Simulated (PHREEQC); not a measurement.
Dissolve 78 mmol/kgw CdSO4, 68 mmol/kgw KCl and 170 mmol/kgw MnSO4 at 25 °C. Closed to the air; pH follows from the charge balance.

Computed with PHREEQC (ion-association model, wateq4f.dat).

This is a speciation only: nothing precipitates in the calculation.

Task: Order these Mn species by the share of Mn that they hold, largest first: MnCl+, Mn+2, MnSO4.

Result: Mn+2 (55 %), MnSO4 (43 %), MnCl+ (2.3 %)

The pH is 5.93 and the ionic strength 0.528 mol/kgw.
